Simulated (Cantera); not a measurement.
Cantera run, input and output.

```python
import numpy as np
import cantera as ct

gas = ct.Solution("gri30.yaml")
gas.TPX = 2750, 27000, {'CH4': 0.0096, 'H2': 1, 'CO2': 0.025}
reactor = ct.IdealGasConstPressureReactor(gas, energy="off", clone=False)
net = ct.ReactorNet([reactor])
net.rtol, net.atol = 1e-08, 1e-18
show = ['CH4', 'H2', 'CO2', 'CO', 'C2H6']
times = np.geomspace(9e-06, 40, 11)

steps = ct.SolutionArray(gas, extra=["t"])
rows = []
print(f"{'t/s':>10s}{'T/K':>9s}{'P/Pa':>11s}" + "".join(f"{s:>11s}" for s in show))
for t in times:
    while net.time < t:
        t_next = net.step()
        steps.append(gas.state, t=t_next)
    rows.append([np.interp(t, steps.t, y) for y in (steps.T, steps.P, *steps(*show).X.T)])
    print(f"{t:10.3e}{rows[-1][0]:9.1f}{rows[-1][1]:11.4g}" + "".join(f"{x:11.3e}" for x in rows[-1][2:]))
rate = np.gradient(steps.T, steps.t)
print("integrator steps:", len(steps.t))
if steps.T.max() > steps.T[0] + 200:
    print(f"time of steepest temperature rise: {steps.t[rate.argmax()]:.4e} s")
gas.TPX = 2750, 27000, {'CH4': 0.0096, 'H2': 1, 'CO2': 0.025}
gas.equilibrate("TP")
print(f"equilibrium (TP): T = {gas.T:.1f} K  " + "  ".join(f"{s} {gas[s].X[0]:.3e}" for s in show))
```

Result:

```
       t/s      T/K       P/Pa        CH4         H2        CO2         CO       C2H6
 9.000e-06   2750.0    2.7e+04  8.141e-03  9.589e-01  2.288e-02  1.195e-03  1.579e-07
 4.159e-05   2750.0    2.7e+04  5.412e-03  9.271e-01  8.856e-03  1.505e-02  3.989e-07
 1.922e-04   2750.0    2.7e+04  7.949e-04  8.969e-01  8.574e-05  2.494e-02  1.668e-08
 8.884e-04   2750.0    2.7e+04  1.130e-04  8.773e-01  7.688e-05  2.961e-02  4.508e-10
 4.106e-03   2750.0    2.7e+04  3.247e-10  8.436e-01  7.079e-05  3.092e-02  5.445e-20
 1.897e-02   2750.0    2.7e+04  1.312e-10  8.344e-01  7.058e-05  3.076e-02  9.111e-22
 8.769e-02   2750.0    2.7e+04  1.312e-10  8.344e-01  7.058e-05  3.076e-02  9.109e-22
 4.052e-01   2750.0    2.7e+04  1.312e-10  8.344e-01  7.058e-05  3.076e-02  9.109e-22
 1.873e+00   2750.0    2.7e+04  1.312e-10  8.344e-01  7.058e-05  3.076e-02  9.109e-22
 8.655e+00   2750.0    2.7e+04  1.312e-10  8.344e-01  7.058e-05  3.076e-02  9.109e-22
 4.000e+01   2750.0    2.7e+04  1.312e-10  8.344e-01  7.058e-05  3.076e-02  9.109e-22
integrator steps: 1502
equilibrium (TP): T = 2750.0 K  CH4 1.422e-10  H2 8.344e-01  CO2 7.058e-05  CO 3.076e-02  C2H6 1.066e-21
```

Cantera simulation using GRI-Mech 3.0 (53 species, 325 reactions); the numbers are that mechanism's predictions, not measurements.
